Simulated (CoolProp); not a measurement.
Values from CoolProp's reference Helmholtz-energy equation of state, de Reuck 1993.

Q: For methanol, give the phase and the cv (kJ/(kg K)), speed of sound (m/s) at 346.85 °C and 257 kPa; 346.85 °C and 1800 kPa; 346.85 °C and 4110 kPa.

A: 
- 346.85 °C and 257 kPa: gas; cv 1.90, speed of sound 426
- 346.85 °C and 1800 kPa: gas; cv 2.01, speed of sound 413
- 346.85 °C and 4110 kPa: gas; cv 2.19, speed of sound 394
